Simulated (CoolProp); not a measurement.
Carbonyl sulfide at several states: Z from the reference equation and from simpler models built on Tc = 378.8 K, pc = 63.69 bar, ω = 0.098; each cubic takes its own stable root.

Model: reference Helmholtz-energy equation of state, Lemmon 2006, in CoolProp. It is a short technical equation, of lower accuracy than the large ones.

```csv
T (K),p (bar),phase,reference,Redlich-Kwong,Peng-Robinson
336.7,0.159,gas,0.9988,0.9988,0.9987
497.4,4.74,gas,0.9895,0.9888,0.9876
334.6,105,liquid,0.2458,0.2697,0.2371
210.8,3.32,liquid,0.009480,0.009986,0.008845
```
